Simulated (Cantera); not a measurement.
## Diamond growth

A diamond (100) surface in a fixed gas of H2 with x(CH4) = 0.0022, x(H) = 0.038, x(CH3) = 8.2e-05, 42.0 Torr; coverages are run to steady state.

Computed with Cantera and the Harris–Goodwin 1993 mechanism for the reconstructed diamond (100) surface.

```
T (K)  growth (µm/h)  θ c6HH  θ c6H*  θ c6*H   θ c6**    θ c6HM
-----  -------------  ------  ------  ------  -------  --------
950             1.91   0.642  0.0145   0.335  0.00677   0.00146
1025            2.71   0.573  0.0210   0.393   0.0117   0.00106
1100            3.52   0.510  0.0284   0.442   0.0186  0.000766
1175            3.97   0.454  0.0362   0.481   0.0277  0.000513
1250            3.51   0.405  0.0444   0.511   0.0388  0.000274
1325            2.50   0.362  0.0524   0.533   0.0519  0.000107
1400            1.90   0.325  0.0603   0.547   0.0668   3.41e-5
```
θ: site fractions in the mechanism's names (c6HH fully hydrogenated, c6H* and c6*H radical sites, c6** diradical, c6HM methylated).
